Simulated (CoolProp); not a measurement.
A simple Rankine cycle with ammonia: condensing at 309.15 K, boiler at 7.34 MPa, turbine inlet 396.4 K, turbine efficiency 0.9, pump efficiency 0.7, no recuperator. Each further row changes one setting.

Model: reference Helmholtz-energy equation of state, Gao 2020, in CoolProp.

```json
[
 {"case": "as stated", "thermal efficiency (%)": "14.3", "net work (kJ/kg)": "(withheld)", "heat in (kJ/kg)": "1130", "turbine exit temperature (K)": "309.1", "volume ratio over the turbine": "4.62"},
 {"case": "turbine inlet 416.4 K", "thermal efficiency (%)": "14.8", "net work (kJ/kg)": "(withheld)", "heat in (kJ/kg)": "1230", "turbine exit temperature (K)": "309.1", "volume ratio over the turbine": "4.24"},
 {"case": "condensing temperature 301.15 K", "thermal efficiency (%)": "15.7", "net work (kJ/kg)": "184", "heat in (kJ/kg)": "1170", "turbine exit temperature (K)": "301.1", "volume ratio over the turbine": "5.73"},
 {"case": "boiler pressure 5.14 MPa", "thermal efficiency (%)": "12.2", "net work (kJ/kg)": "(withheld)", "heat in (kJ/kg)": "1230", "turbine exit temperature (K)": "309.1", "volume ratio over the turbine": "3.04"},
 {"case": "turbine efficiency 0.8", "thermal efficiency (%)": "(withheld)", "net work (kJ/kg)": "(withheld)", "heat in (kJ/kg)": "1130", "turbine exit temperature (K)": "309.1", "volume ratio over the turbine": "(withheld)"}
]
```

Problem. Some entries are withheld; supply them.

Solution. 
- as stated, net work (kJ/kg): 162
- turbine inlet 416.4 K, net work (kJ/kg): 182
- boiler pressure 5.14 MPa, net work (kJ/kg): 150
- turbine efficiency 0.8, thermal efficiency (%): 12.5
- turbine efficiency 0.8, net work (kJ/kg): 142
- turbine efficiency 0.8, volume ratio over the turbine: 4.71

The expansion ends wet for: as stated; turbine inlet 416.4 K; condensing temperature 301.15 K; boiler pressure 5.14 MPa; turbine efficiency 0.8.
